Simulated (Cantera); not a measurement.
A closed system holds: 1 mol SiC, 0.094 mol N2O, 400 mol H2, held at 2125 K and 0.173 Torr.

Cantera equilibrium calculation (NASA polynomials, part measured and part estimated; ideal gas, pure solids and liquids). Candidate condensed phases: C, C6H6, C7H8, C8H18, H2O, Si, SiC, SiO2, Si2N2O, Si3N4; 151 gas species. Rates play no part.

Base state: H2 0.784, H 0.212, Si 0.00211, C2H2 (acetylene) 0.000811, CO 0.000209, HCN 0.000175, N2 0.000115, SiC2 9.33e-5 (mole fractions); condensed: gas only.

**Question.** What changes in the equilibrium state with this change: H2 from 400 to 27 mol?

**Answer.** 
```
species            before     after
----------------  -------  --------
H2                  0.784     0.753
H                   0.212     0.208
Si                0.00211    0.0284
Si2C              2.47e-6  0.000567
Si2               8.14e-8   1.47e-5
SiO               1.08e-7   1.62e-5
C(graphite), mol        0     0.647
```
